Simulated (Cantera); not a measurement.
An adiabatic, constant-pressure homogeneous reactor starts with CH4 : C2H6 : O2 : N2 = 1 : 0.068 : 0.911 : 3.42 (molar parts), equivalence ratio 2.5, at 1148 K and 1.00 atm.

Cantera simulation using GRI-Mech 3.0 (53 species, 325 reactions); the numbers are that mechanism's predictions, not measurements.

x: mole fraction; the columns are a selection and need not sum to one.

```csv
t (s),T (K),x CH4,x C2H6,x O2,x OH,x O,x CH2,x HO2
8.00e-6,1148,0.185,0.0126,0.169,7.56e-12,3.00e-12,<1e-12,4.35e-9
1.80e-5,1148,0.185,0.0126,0.169,1.72e-11,6.74e-12,<1e-12,1.06e-8
4.04e-5,1148,0.185,0.0126,0.169,3.89e-11,1.51e-11,<1e-12,2.83e-8
9.09e-5,1148,0.185,0.0126,0.169,8.92e-11,3.35e-11,<1e-12,8.52e-8
0.000204,1148,0.185,0.0126,0.169,2.20e-10,7.45e-11,<1e-12,2.88e-7
0.000460,1148,0.185,0.0126,0.169,6.65e-10,1.77e-10,<1e-12,1.00e-6
0.00103,1148,0.185,0.0126,0.169,2.74e-9,5.48e-10,<1e-12,3.17e-6
0.00232,1148,0.185,0.0126,0.169,1.25e-8,…,1.76e-12,7.43e-6
0.00522,1149,0.185,0.0124,0.168,2.55e-8,…,5.16e-12,1.06e-5
0.0117,1155,0.184,0.0119,0.167,5.97e-8,…,1.72e-11,1.77e-5
0.0264,2034,0.00410,1.09e-6,4.40e-8,6.93e-5,…,3.03e-6,4.83e-11
0.0594,1997,0.00123,6.71e-8,1.23e-8,3.09e-5,…,3.63e-7,1.05e-11
0.133,1987,9.40e-5,3.64e-10,9.38e-9,2.61e-5,5.78e-8,2.16e-8,7.78e-12
0.300,1987,1.74e-8,<1e-12,9.50e-9,2.63e-5,5.88e-8,4.00e-12,7.87e-12
```

Task: Complete the blanks.

Result: 
- 0.00232, x O: 2.23e-9
- 0.00522, x O: 4.41e-9
- 0.0117, x O: 9.98e-9
- 0.0264, x O: 1.41e-7
- 0.0594, x O: 6.95e-8
